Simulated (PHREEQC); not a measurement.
Dissolve 1.5 mmol/kgw HF and 130 mmol/kgw NH4F at 25 °C. Closed to the air; pH follows from the charge balance.

Model: ion-association model, wateq4f.dat, run in PHREEQC.

```yaml
pH: 5.15
ionic_strength: 0.130 mol/kgw
total_alkalinity: -1.50 meq/kg
```

```json
[
 {"species": "NH4+", "molality": "0.130", "activity": "0.0997", "log γ": "-0.115"},
 {"species": "F-", "molality": "0.130", "activity": "0.0960", "log γ": "-0.130"},
 {"species": "HF", "molality": "0.000988", "activity": "0.00102", "log γ": "0.013"},
 {"species": "HF2-", "molality": "0.000506", "activity": "0.000375", "log γ": "-0.130"},
 {"species": "H+", "molality": "8.68e-6", "activity": "7.07e-6", "log γ": "-0.089"},
 {"species": "NH3", "molality": "8.03e-6", "activity": "8.03e-6", "log γ": "0.000"},
 {"species": "H2F2", "molality": "2.62e-6", "activity": "2.70e-6", "log γ": "0.013"}
]
```

This is a speciation only: nothing precipitates in the calculation.
